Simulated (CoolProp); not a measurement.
A single-stage vapour-compression cycle with the fluid: evaporating at 298.15 K (dew point), condensing at 328.15 K (bubble point), superheat 0 K, subcooling 5 K, compressor efficiency 0.8, no pressure losses. The same conditions are run with several fluids, on thermodynamics alone (safety and materials aside).

Values from CoolProp's reference Helmholtz-energy equation of state of each fluid (R21: Platzer 1990; fluoroethane (R161): Wu 2012; R1336mzz(E): Akasaka 2023; R22: Kamei 1995; R152A: Outcalt 1996; tetrahydrofuran: Fiedler 2023). The equations of Platzer and Polt are older, rougher fits.

| fluid | cooling COP | pressure ratio | discharge temperature (K) | refrigerating effect (kJ/kg) | volumetric capacity (kJ/m³) |
|---|---|---|---|---|---|
| R21 | … | 2.50 | 347.8 | 203 | 1630 |
| fluoroethane (R161) | 6.87 | … | 342.6 | 280 | 6010 |
| R1336mzz(E) | … | 2.57 | 328.2 | 113 | 1570 |
| R22 | 6.75 | 2.08 | … | 150 | 6630 |
| R152A | 7.04 | 2.23 | … | 233 | … |
| tetrahydrofuran | 7.56 | 3.24 | … | 401 | 255 |

Task: Some entries are withheld; supply them.

Result: 
- R21, cooling COP: 7.41
- fluoroethane (R161), pressure ratio: 2.10
- R1336mzz(E), cooling COP: 6.97
- R22, discharge temperature (K): 344.5
- R152A, discharge temperature (K): 340.2
- R152A, volumetric capacity (kJ/m³): 4300
- tetrahydrofuran, discharge temperature (K): 345.1

The compression ends wet for: R1336mzz(E).
